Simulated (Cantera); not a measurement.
Charge: 1 mol Si, a varied amount of HCl, 1.1 mol N2, held at 0.000900 bar.

Cantera equilibrium calculation (NASA polynomials, part measured and part estimated; ideal gas, pure solids and liquids). Candidate condensed phases: NH4Cl, Si, Si3N4; 28 gas species. N2 is the only nitrogen source here; it is nearly inert below about 1500 K, so the nitride shown seldom forms there in practice. The tables' values for SiCl3 are old estimates. Kinetics and transport are ignored.

Stable condensed phases, one row left out:

```
T in K \ n(HCl) in mol
         1.7 2.4 3.1 3.7 4.4 5.1 5.8 6.5 7.2
   1375    A   A   A   A   A   B   B   B   B
   1275    A   A   A   A   A   A   A   A   B
   1225    A   A   A   A   A   A   A   A   A
   1175    A   A   A   A   A   A   A   A   A
   1125    A   A   A   A   A   A   A   A   A
   1075    A   A   A   A   A   A   A   A   A
   1025    A   A   A   A   A   A   A   A   A
    975    A   A   A   A   A   A   A   A   A
    925    A   A   A   A   A   A   A   A   A
    875    A   A   A   A   A   A   A   A   A
    825    A   A   A   A   A   A   A   A   A
    775    A   A   A   A   A   A   A   A   B
    725    A   A   A   A   A   A   A   A   B
```

A: Si3N4; B: gas only.

Question: Give the row for 1325 K.

Answer: 1.7: Si3N4; 2.4: Si3N4; 3.1: Si3N4; 3.7: Si3N4; 4.4: Si3N4; 5.1: Si3N4; 5.8: gas only; 6.5: gas only; 7.2: gas only.
